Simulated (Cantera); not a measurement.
Charge: 1 mol SiCl4, 0.54 mol Cl2, 16 mol H2, equilibrated at 1000 Pa.

Equilibrium computed with Cantera from the NASA thermochemical tables; the gas is ideal and each condensed phase is pure. Candidate condensed phases: Si; 19 gas species. The tables' values for SiCl3 are old estimates; treat these amounts as uncertain. The numbers say what is thermodynamically allowed, not how fast it happens. All values below are at 1200 K.

Base state: H2 0.831, HCl 0.114, SiCl4 0.0229, SiCl2 0.0207, SiCl3 0.00735, SiHCl3 0.00455, SiH2Cl2 0.000118 (mole fractions); condensed: gas only.

What changes in the equilibrium state with this change: pressure from 1000 Pa to 13000 Pa?


| species | before | after |
|---|---|---|
| H2 | 0.831 | 0.858 |
| HCl | 0.114 | 0.0858 |
| SiCl4 | 0.0229 | 0.0371 |
| SiCl2 | 0.0207 | 0.00468 |
| SiHCl3 | 0.00455 | 0.0101 |
| SiH2Cl2 | 0.000118 | 0.000359 |
| SiCl3 | 0.00735 | 0.00445 |

What changes in the equilibrium state with this change: SiCl4 replaced by Si2H6?


```json
[
 {"species": "H2", "before": "0.831", "after": "0.952"},
 {"species": "HCl", "before": "0.114", "after": "0.0418"},
 {"species": "SiCl2", "before": "0.0207", "after": "0.00432"},
 {"species": "SiCl4", "before": "0.0229", "after": "0.000562"},
 {"species": "SiCl3", "before": "0.00735", "after": "0.000526"},
 {"species": "SiHCl3", "before": "0.00455", "after": "0.000349"},
 {"species": "SiH2Cl2", "before": "0.000118", "after": "2.83e-5"},
 {"species": "Si(s), mol", "before": "0", "after": "1.89"}
]
```
The feed counts by its element totals alone.

What changes in the equilibrium state with this change: SiCl4 replaced by SiHCl3?


```json
[
 {"species": "H2", "before": "0.831", "after": "0.862"},
 {"species": "HCl", "before": "0.114", "after": "0.0902"},
 {"species": "SiCl2", "before": "0.0207", "after": "0.0223"},
 {"species": "SiCl4", "before": "0.0229", "after": "0.0149"},
 {"species": "SiCl3", "before": "0.00735", "after": "0.00616"},
 {"species": "SiHCl3", "before": "0.00455", "after": "0.00388"},
 {"species": "Si(s), mol", "before": "0", "after": "0.140"}
]
```
